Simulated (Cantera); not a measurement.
**Equilibrium for carbothermic reduction: Fe2O3 + CO + N2**

A closed system holds: 1 mol Fe2O3, a varied amount of CO, 0.16 mol N2, equilibrated at 1250 °C and 3800 Pa.

Method: chemical equilibrium by Gibbs-energy minimisation in Cantera with the NASA 1993 tables (ideal gas, pure condensed phases). Candidate condensed phases: C, Fe, Fe(CO)5, FeO, Fe2O3, Fe3O4; 27 gas species. Mutual solubility and eutectic melting of coexisting phases are not modelled. The tables' stoichiometric FeO is somewhat more stable than real wüstite, so its field is too wide. FeO: taken at fixed stoichiometry. The numbers say what is thermodynamically allowed, not how fast it happens.

At 1 mol CO the condensed part is FeO(s) + Fe3O4(s). From 1.8 mol CO to 7.1 mol CO the condensed part is FeO(s). From 7.8 mol CO to 9.3 mol CO the condensed part is Fe(γ) + FeO(s). The main Fe-bearing gas is Fe throughout.

```
n(CO) (mol)  log p CO  log p CO2  log p N2  log p Fe  n FeO(s)  n Fe3O4(s)  n Fe(γ)
-----------  --------  ---------  --------  --------  --------  ----------  -------
1               -2.81      -1.51     -2.28     -8.71      1.86      0.0478        0
1.8             -1.81      -1.71     -2.51     -7.51      2.00           0        0
2.5             -1.67      -1.85     -2.64     -7.23      2.00           0        0
3.3             -1.60      -1.96     -2.76     -7.05      2.00           0        0
4.1             -1.56      -2.05     -2.85     -6.92      2.00           0        0
4.8             -1.54      -2.12     -2.91     -6.83      2.00           0        0
5.6             -1.52      -2.18     -2.98     -6.75      2.00           0        0
6.3             -1.51      -2.23     -3.03     -6.69      2.00           0        0
7.1             -1.50      -2.28     -3.08     -6.63      2.00           0        0
7.8             -1.49      -2.29     -3.12     -6.61      1.93           0   0.0726
8.6             -1.49      -2.29     -3.16     -6.61      1.82           0    0.183
9.3             -1.49      -2.29     -3.19     -6.61      1.72           0    0.279
```
log p: log10 of the partial pressure in bar; n: condensed amount in mol.
